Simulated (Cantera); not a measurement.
Cantera run:

```python
import numpy as np
import cantera as ct

gas_names = [...]  # 109 gases of nasa_gas.yaml made of C, Cl, H, Si
cond_names = """
    C(gr) C6H6(L) C7H8(L) C8H18(L),n-octa Si(cr) Si(L) SiC(b)
""".split()


# ... load() reads the species with a 1 bar reference pressure and builds the phases ...
atoms = {
    '(CH3)2SiCl2': {'C': 2, 'H': 6, 'Si': 1, 'CL': 2},
    'CH4': {'C': 1, 'H': 4},
    'H2': {'H': 2},
}
top_T = {'C(gr)': 4500, 'SiC(b)': 3050}  # K; cautious upper limits of use, not melting points


# ... equilibrate(T, P, feed) seeds the gas with the atoms and calls Mixture.equilibrate('TP', solver="vcs", rtol=1e-11, max_steps=5000) ...
results = []
feed = {'(CH3)2SiCl2': 1, 'CH4': 0.064, 'H2': 5.8}  # mol
T = 2523  # K
for P in [100, 400, 1600, 6300, 25000, 100000]:
    mix = equilibrate(T, P, feed)
    results.append((T, P, feed, dict(zip(mix.species_names, mix.species_moles))))

top = {s: max(r[3][s] / sum(r[3][g] for g in gas_names) for r in results) for s in gas_names}
cols = sorted((s for s in top if top[s] > 1e-05), key=lambda s: -top[s])[:6]
seen = [c for c in cond_names if any(r[3].get(c, 0) > 1e-12 for r in results)]
print("log10 of partial pressures in bar; condensed amounts in mol")
print(f"{'P/Pa':>10s}" + "".join(f"{s[:9]:>10s}" for s in cols + seen))
for T, P, feed, n in results:
    ng = sum(n[g] for g in gas_names)
    print(f"{P:10.4g}" + "".join(f"{np.log10(max(n[s] / ng * P / 1e5, 1e-99)):10.3f}" for s in cols)
          + "".join(f"{n.get(c, 0):10.4g}" for c in seen))
```

Output:

```
log10 of partial pressures in bar; condensed amounts in mol
      P/Pa        H2         H       HCL        CL        Si      SiC2     C(gr)    SiC(b)
       100    -3.509    -3.311    -4.208    -4.161    -4.298    -4.856     1.472         0
       400    -2.725    -2.919    -3.391    -3.736    -3.663    -4.220     1.486         0
      1600    -2.023    -2.568    -2.693    -3.389    -3.098    -3.655     1.507         0
      6300    -1.360    -2.236    -2.042    -3.069    -2.847    -3.404     1.276    0.4299
   2.5e+04    -0.726    -1.919    -1.399    -2.744    -2.847    -3.404     1.086    0.7476
     1e+05    -0.109    -1.610    -0.778    -2.431    -2.847    -3.404     1.035    0.8275
```

These are equilibrium values from Cantera (NASA tables, ideal gas, pure condensed phases), not measurements of a reactor. The feed counts by its element totals alone. The tables' values for SiCl, SiCl3 are old estimates; treat these amounts as uncertain. Gases not in the tables: Si2H6 and higher silanes.
